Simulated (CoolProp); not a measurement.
Benzene along the isotherm 461.9 K: Z from the reference equation and from simpler models built on Tc = 562.0 K, pc = 4906 kPa, ω = 0.211; each cubic takes its own stable root.

Values from CoolProp's reference Helmholtz-energy equation of state, Thol 2012.

| p (kPa) | phase | reference | Redlich-Kwong | Soave-Redlich-Kwong |
|---|---|---|---|---|
| 38.8 | gas | 0.9948 | 0.9953 | 0.9950 |
| 56.9 | gas | 0.9924 | 0.9931 | 0.9927 |
| 83.6 | gas | 0.9888 | 0.9898 | 0.9892 |
| 123 | gas | 0.9834 | 0.9850 | 0.9841 |
| 180 | gas | 0.9756 | 0.9779 | 0.9766 |
| 264 | gas | 0.9638 | 0.9673 | 0.9654 |
| 388 | gas | 0.9460 | 0.9513 | 0.9484 |
| 569 | gas | 0.9187 | 0.9272 | 0.9227 |
| 836 | gas | 0.8753 | 0.8895 | 0.8823 |
| 1230 | liquid | 0.03705 | 0.8282 | 0.04166 |
| 1800 | liquid | 0.05404 | 0.06320 | 0.06060 |
| 2640 | liquid | 0.07890 | 0.09168 | 0.08815 |
| 3880 | liquid | 0.1152 | 0.1328 | 0.1281 |
| 5690 | liquid | 0.1676 | 0.1912 | 0.1851 |
| 8360 | liquid | 0.2435 | 0.2745 | 0.2669 |
| 12300 | liquid | 0.3531 | 0.3928 | 0.3836 |

At some of these states Redlich-Kwong gives the other phase, because its saturation line lies elsewhere.
